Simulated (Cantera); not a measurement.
A perfectly stirred reactor is fed with 13.1 % CH₄, 3.54 % H₂, 17.5 % O₂, 65.9 % N₂, equivalence ratio 1.6, at 7500 Torr; it is adiabatic with a 423 K inlet, and is followed from long to short residence time, starting on the burning branch (τ in s: 0.46, 0.17, 0.063, 0.023, 0.0086, 0.0032, 0.0012, 0.00044, 0.00016, 6e-05, 2.2e-05).

Cantera simulation using GRI-Mech 3.0 (53 species, 325 reactions); the numbers are that mechanism's predictions, not measurements.

Predict: blow-out, bracketed by the residence times tried; x(CH₄) at τ = 0.460 s; x(H₂) at τ = 0.460 s; x(O₂) at τ = 0.460 s; x(H₂O₂) at τ = 0.460 s; x(HO₂) at τ = 0.460 s; x(CH₄) at τ = 3.20 ms; x(H₂) at τ = 3.20 ms; x(O₂) at τ = 3.20 ms; x(H₂O₂) at τ = 3.20 ms; x(HO₂) at τ = 3.20 ms.


```json
{
 "blow_out_bracketed_by_the_residence_times_tried": "burning at 0.440 ms, out at 0.160 ms",
 "x(CH₄) at τ = 0.460 s": "0.000914",
 "x(H₂) at τ = 0.460 s": "0.103",
 "x(O₂) at τ = 0.460 s": "1.92e-5",
 "x(H₂O₂) at τ = 0.460 s": "1.05e-9",
 "x(HO₂) at τ = 0.460 s": "8.71e-9",
 "x(CH₄) at τ = 3.20 ms": "0.00907",
 "x(H₂) at τ = 3.20 ms": "0.0711",
 "x(O₂) at τ = 3.20 ms": "0.00177",
 "x(H₂O₂) at τ = 3.20 ms": "1.06e-7",
 "x(HO₂) at τ = 3.20 ms": "8.68e-7"
}
```
